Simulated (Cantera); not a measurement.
Feed: 1 mol Fe, 18 mol NH₃, 2.6 mol N₂, 0.23 mol O₂, held at 1725 K and 6.30 bar.

These are equilibrium values from Cantera (NASA tables, ideal gas, pure condensed phases), not measurements of a reactor. Candidate condensed phases: Fe, FeO, Fe(OH)₂, Fe(OH)₃, Fe₂O₃, Fe₃O₄, H₂O; 27 gas species. The numbers say what is thermodynamically allowed, not how fast it happens.

Base state: H₂ 0.687, N₂ 0.300, H₂O 0.0119, NH₃ 6.76e-5, H 6.14e-5 (mole fractions); condensed: Fe(δ).

What changes in the equilibrium state with this change: Fe replaced by Si?


```
species          before    after
--------------  -------  -------
H₂                0.687    0.709
N₂                0.300    0.291
NH₃             6.76e-5  6.97e-5
H₂O              0.0119  9.79e-7
H               6.14e-5  6.23e-5
Fe(δ), mol        1.000        0
Si₂N₂O(s), mol        0    0.460
Si₃N₄(s), mol         0   0.0267
```
Mutual solubility and eutectic melting of coexisting phases are not modelled. Further candidate phases: Si, SiO₂, Si₂N₂O, Si₃N₄.
